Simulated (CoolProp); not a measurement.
Dimethyl carbonate along the isotherm 600 K: fugacity coefficient from the reference equation and from simpler models built on Tc = 557.0 K, pc = 4.909 MPa, ω = 0.346; each cubic takes its own stable root.

Computed with CoolProp (reference Helmholtz-energy equation of state, Zhou 2011).

```tsv
p (MPa)	phase	reference	van der Waals	Redlich-Kwong	Soave-Redlich-Kwong	Peng-Robinson
3.27	gas	0.8274	0.8369	0.8239	0.8333	0.8148
6.55	supercritical	0.6636	0.6651	0.6548	0.6766	0.6493
9.82	supercritical	0.5254	0.5260	0.5162	0.5462	0.5177
13.1	supercritical	0.4417	0.4545	0.4382	0.4676	0.4384
16.4	supercritical	0.3908	0.4144	0.3915	0.4198	0.3895
19.6	supercritical	0.3588	0.3918	0.3625	0.3901	0.3584
22.9	supercritical	0.3364	0.3787	0.3426	0.3698	0.3365
26.2	supercritical	0.3212	0.3725	0.3295	0.3564	0.3214
29.5	supercritical	0.3109	0.3713	0.3210	0.3479	0.3109
32.7	supercritical	0.3042	0.3737	0.3160	0.3431	0.3039
36	supercritical	0.3000	0.3794	0.3134	0.3408	0.2993
39.3	supercritical	0.2980	0.3877	0.3129	0.3407	0.2967
42.5	supercritical	0.2977	0.3981	0.3141	0.3424	0.2958
45.8	supercritical	0.2988	0.4110	0.3168	0.3457	0.2962
49.1	supercritical	0.3012	0.4261	0.3208	0.3504	0.2978
```
